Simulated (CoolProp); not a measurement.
Saturation properties of dimethyl ether.

Computed with CoolProp (reference Helmholtz-energy equation of state, Wu 2011).

```tsv
T (K)	p (bar)	liquid cp (kJ/(kg K))	surface tension (mN/m)
304.8	7.118	2.473	10.4
307	7.559	2.487	10.1
309.2	?	2.501	9.80
311.4	8.500	2.516	9.50
313.5	8.978	2.530	?
315.7	9.501	2.546	8.93
317.9	10.05	2.562	8.63
320	10.59	2.579	?
322.2	?	2.596	8.07
324.4	11.79	?	7.79
326.6	12.43	2.635	7.50
328.7	13.06	?	7.24
330.9	13.75	2.676	6.96
333.1	?	?	6.68
```

Task: Complete the blanks.

Result: 
- 309.2, p (bar): 8.019
- 313.5, surface tension (mN/m): 9.22
- 320, surface tension (mN/m): 8.36
- 322.2, p (bar): 11.18
- 324.4, liquid cp (kJ/(kg K)): 2.615
- 328.7, liquid cp (kJ/(kg K)): 2.654
- 333.1, p (bar): 14.46
- 333.1, liquid cp (kJ/(kg K)): 2.698

It boils at 248.4 K under 1 atm.

Surface tension comes from a separate correlation (Mulero 2012).
